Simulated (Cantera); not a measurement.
Charge: 1 mol Ta2O5, 0.59 mol CH4, 1.3 mol CO, equilibrated at 0.330 bar.

These are equilibrium values from Cantera (NASA tables, ideal gas, pure condensed phases), not measurements of a reactor. Candidate condensed phases: C, C6H6, C7H8, C8H18, H2O, Ta, TaC, Ta2O5; 113 gas species. Mutual solubility and eutectic melting of coexisting phases are not modelled. TaC: taken at fixed stoichiometry. Condensed phases not in the tables: Ta2C. Rates play no part.

x: gas mole fraction; n: condensed amount in mol.

```
T (°C)   x CO   x H2     x CO2     x H2O     x CH4  n C(graphite)  n Ta2O5(s)  n TaC(s)
------  -----  -----  --------  --------  --------  -------------  ----------  --------
577     0.168  0.427     0.201     0.167    0.0374           1.17        1.00         0
652       ___  0.464       ___       ___       ___            ___        1.00         0
727     0.457  0.469    0.0391    0.0280   0.00694          0.729        1.00         0
802     0.504  0.471    0.0114   0.00991   0.00330          0.634        1.00         0
877     0.518  0.473   0.00350   0.00379   0.00173          0.604        1.00         0
952     0.522  0.474   0.00120   0.00161  0.000974          0.595        1.00         0
1027    0.592  0.406  0.000789  0.000952  0.000324              0       0.915     0.170
1102    0.592  0.406  0.000781   0.00111   8.91e-5              0       0.915     0.170
1177    0.592  0.406  0.000775       ___       ___              0       0.915     0.170
1252    0.592  0.406  0.000770   0.00142   9.94e-6              0       0.915     0.170
1327    0.592  0.405  0.000766   0.00157   3.89e-6              0       0.915     0.171
1402    0.592  0.405  0.000762   0.00173   1.66e-6              0       0.915     0.171
1477    0.592  0.405  0.000759   0.00188   7.66e-7              0       0.915     0.171
```

Problem. Some entries are withheld; supply them.

Solution. 
- 652, x CO: 0.334
- 652, x CO2: 0.110
- 652, x H2O: 0.0759
- 652, x CH4: 0.0161
- 652, n C(graphite): 0.941
- 1177, x H2O: 0.00126
- 1177, x CH4: 2.81e-5
